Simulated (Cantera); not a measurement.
## Thermodynamics of tantalum, niobium, vanadium and zirconium in process gases, feed Zr + N2 + H2O

A closed system holds: 1 mol Zr, 0.19 mol N2, a varied amount of H2O, at 1873.15 K and 3.30 Pa.

Equilibrium computed with Cantera from the NASA thermochemical tables; the gas is ideal and each condensed phase is pure. Candidate condensed phases: H2O, Zr, ZrN, ZrO2; 28 gas species. Mutual solubility and eutectic melting of coexisting phases are not modelled. ZrN: taken at fixed stoichiometry. Condensed phases not in the tables: solid solutions among these carbides, nitrides and lower oxides, N, O or C dissolved in the metal. Kinetics and transport are ignored.

| n(H2O) (mol) | log p H2 | log p H2O | log p H | log p N2 | log p OH | n Zr(β) | n ZrN(s) | n ZrO2(tetragonal) |
|---|---|---|---|---|---|---|---|---|
| 0.42 | -4.53 | -11.01 | -5.45 | -10.77 | -13.05 | 0.410 | 0.380 | 0.210 |
| 0.52 | -4.53 | -11.01 | -5.45 | -10.77 | -13.05 | 0.360 | 0.380 | 0.260 |
| 0.65 | -4.53 | -11.01 | -5.45 | -10.77 | -13.05 | 0.295 | 0.380 | 0.325 |
| 0.8 | -4.53 | -11.01 | -5.45 | -10.77 | -13.05 | 0.220 | 0.380 | 0.400 |
| 0.99 | -4.53 | -11.01 | -5.45 | -10.77 | -13.05 | 0.125 | 0.380 | 0.495 |
| 1.2 | -4.53 | -11.01 | -5.45 | -10.77 | -13.05 | 0.0199 | 0.380 | 0.600 |
| 1.5 | -4.55 | -9.81 | -5.46 | -5.89 | -11.83 | 0 | 0.250 | 0.750 |
| 1.9 | -4.57 | -9.76 | -5.47 | -5.60 | -11.77 | 0 | 0.0500 | 0.950 |
| 2.3 | -4.63 | -5.43 | -5.50 | -5.62 | -7.41 | 0 | 0 | 1.00 |
| 2.8 | -4.71 | -5.08 | -5.54 | -5.70 | -7.03 | 0 | 0 | 1.00 |
| 3.5 | -4.80 | -4.90 | -5.59 | -5.79 | -6.80 | 0 | 0 | 1.00 |
log p: log10 of the partial pressure in bar; n: condensed amount in mol.

From 0.42 mol H2O to 1.2 mol H2O the condensed part is Zr(β) + ZrN(s) + ZrO2(tetragonal). From 1.5 mol H2O to 1.9 mol H2O the condensed part is ZrN(s) + ZrO2(tetragonal). From 2.3 mol H2O to 3.5 mol H2O the condensed part is ZrO2(tetragonal). The main Zr-bearing gas is ZrO at 0.42 mol H2O and ZrO2 at 3.5 mol H2O.
